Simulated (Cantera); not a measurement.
## Fluorocarbon and chlorocarbon gases: C2F6 + Si + H2

Input: 1 mol C2F6, 0.34 mol Si, 1.9 mol H2, equilibrated at 610 Pa.

Cantera equilibrium calculation (NASA polynomials, part measured and part estimated; ideal gas, pure solids and liquids). Candidate condensed phases: C, C6H6, C7H8, C8H18, Si, SiC; 113 gas species. The feed counts by its element totals alone. Gases not in the tables: C2F6 and larger saturated fluorocarbons. Kinetics and transport are ignored.

From 1223 K to 1923 K the condensed part is C(graphite). The main Si-bearing gas is SiF4 throughout.

| T (K) | log p HF | log p SiF4 | log p CF4 | log p CF2 | log p F | log p CF3 | log p CF | log p SiF3 | n C(graphite) |
|---|---|---|---|---|---|---|---|---|---|
| 1223 | -2.27 | -3.32 | -3.53 | -8.35 | -9.08 | -8.94 | -14.20 | -11.85 | 1.79 |
| 1323 | -2.27 | -3.32 | -3.53 | -7.44 | -8.06 | -8.21 | -12.63 | -10.90 | 1.79 |
| 1423 | -2.27 | -3.32 | -3.53 | -6.66 | -7.18 | -7.58 | -11.28 | -10.09 | 1.79 |
| 1523 | -2.27 | -3.32 | -3.53 | -5.99 | -6.42 | -7.03 | -10.12 | -9.39 | 1.79 |
| 1623 | -2.27 | -3.32 | -3.54 | -5.40 | -5.75 | -6.56 | -9.09 | -8.77 | 1.79 |
| 1723 | -2.27 | -3.32 | -3.54 | -4.89 | -5.16 | -6.14 | -8.19 | -8.22 | 1.79 |
| 1823 | -2.28 | -3.32 | -3.57 | -4.44 | -4.64 | -5.79 | -7.40 | -7.73 | 1.78 |
| 1923 | -2.28 | -3.33 | -3.64 | -4.06 | -4.19 | -5.50 | -6.69 | -7.28 | 1.77 |
log p: log10 of the partial pressure in bar; n: condensed amount in mol.
